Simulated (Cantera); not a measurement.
A Cantera script and its output.

```python
import numpy as np
import cantera as ct

gas = ct.Solution("h2o2.yaml")


def delay(T, t_max=10):
    gas.TPX = T, 101325, {'H2': 1, 'O2': 1.19, 'N2': 4.48}
    reactor = ct.IdealGasReactor(gas, clone=False)
    net = ct.ReactorNet([reactor])
    net.rtol, net.atol = 1e-8, 1e-16
    while net.time < t_max:
        t_old, T_old = net.time, reactor.T
        net.step()
        if reactor.T > T + 400:  # ignition: a rise of 400 K
            return t_old + (T + 400 - T_old) / (reactor.T - T_old) * (net.time - t_old)
    return np.nan


taus = []
for T in [1298, 1398, 1498, 1598, 1698, 1798, 1898, 1998, 2098]:
    taus.append(delay(T))
    print(f"T0 = {T:6g} K   tau = {taus[-1]:.4e} s")

# d ln(tau) / d ln(k), from doubling and halving each rate constant
T, sens = 1798, []
for i in range(gas.n_reactions):
    gas.set_multiplier(2.0, i)
    up = delay(T)
    gas.set_multiplier(0.5, i)
    down = delay(T)
    gas.set_multiplier(1.0, i)
    sens.append((np.log(up / down) / np.log(4.0), gas.reaction(i).equation))
sens.sort(key=lambda x: -abs(x[0]))
print(f"sensitivities at {T} K")
for s, eq in sens[:10]:
    print(f"{s:8.3f}  {eq}")
```

Output:

```
T0 =   1298 K   tau = 3.3234e-05 s
T0 =   1398 K   tau = 2.5328e-05 s
T0 =   1498 K   tau = 2.1753e-05 s
T0 =   1598 K   tau = 2.0650e-05 s
T0 =   1698 K   tau = 2.1181e-05 s
T0 =   1798 K   tau = 2.2936e-05 s
T0 =   1898 K   tau = 2.5714e-05 s
T0 =   1998 K   tau = 2.9426e-05 s
T0 =   2098 K   tau = 3.4073e-05 s
sensitivities at 1798 K
  -0.307  H + O2 + H2O <=> HO2 + H2O
  -0.148  H + OH + M <=> H2O + M
  -0.133  H + O2 + N2 <=> HO2 + N2
  -0.130  H + O2 <=> O + OH
  -0.061  H2 + O <=> H + OH
  -0.048  H2 + OH <=> H + H2O
  -0.048  2 OH (+M) <=> H2O2 (+M)
  -0.047  H + O2 + M <=> HO2 + M
  -0.024  H + HO2 <=> H2 + O2
  -0.017  H + O2 + O2 <=> HO2 + O2
```

Computed with Cantera and the H2/O2 subset of GRI-Mech 3.0, which has no nitrogen chemistry. Where the delays flatten at high temperature, the 400 K rule measures the pace of heat release, not the induction time.
